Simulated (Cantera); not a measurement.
**NO annealing gas**

An isothermal, constant-pressure homogeneous reactor starts with NO : N2 : H2O = 1 : 0.88 : 0.039 (molar parts), at 1575 K and 1.01 bar.

Detailed kinetics in Cantera: GRI-Mech 3.0 (53 species, 325 reactions).

```
t (s)      x NO     x NO2      x O2   x N2    x N2O      x O
--------  -----  --------  --------  -----  -------  -------
2.00e-6   0.521   1.32e-9    <1e-12  0.459  1.27e-8  1.11e-8
1.18e-5   0.521   3.13e-8  1.68e-11  0.459  7.48e-8  3.74e-8
6.93e-5   0.521   3.32e-7  2.11e-10  0.459  4.39e-7  4.76e-8
0.000408  0.521   2.27e-6   2.91e-9  0.459  2.56e-6  5.25e-8
0.00240   0.521   1.72e-5   1.18e-7  0.459  1.40e-5  9.32e-8
0.0141    0.521  0.000104   9.20e-6  0.459  5.64e-5  3.02e-7
0.0833    0.520  0.000256  0.000354  0.459  8.74e-5  6.19e-7
0.490     0.515  0.000354   0.00287  0.462  8.58e-5  8.38e-7
2.89      0.486  0.000635    0.0169  0.476  7.61e-5  1.53e-6
17.0      0.366  0.000965    0.0768  0.536  4.26e-5  3.03e-6
100       0.144  0.000589     0.188  0.647  6.58e-6  4.66e-6
```
x: mole fraction; the columns are a selection and need not sum to one.

Equilibrium at this temperature and pressure: NO 0.00185, NO2 8.90e-6, O2 0.260, N2 0.718, N2O 1.07e-7, O 5.45e-6 (gas phase only).
